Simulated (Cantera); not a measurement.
Mixture: 4.65 % CH₄, 0.451 % CO, 19.9 % O₂, 74.4 % N₂, 0.605 % C₂H₆, at 9.87 atm, adiabatic and at constant volume. Ignition delay is the time to a rise of 400 K.

Detailed kinetics in Cantera: GRI-Mech 3.0 (53 species, 325 reactions).

Problem. Predict: delay at 1073 K; delay at 1173 K; delay at 1273 K; delay at 1373 K; apparent activation energy between 1323 and 1423 K.

Solution. 
```json
{
  "delay at 1073 K": "6.59 ms",
  "delay at 1173 K": "1.31 ms",
  "delay at 1273 K": "0.354 ms",
  "delay at 1373 K": "0.122 ms",
  "apparent activation energy between 1323 and 1423 K": "150 kJ/mol"
}
```
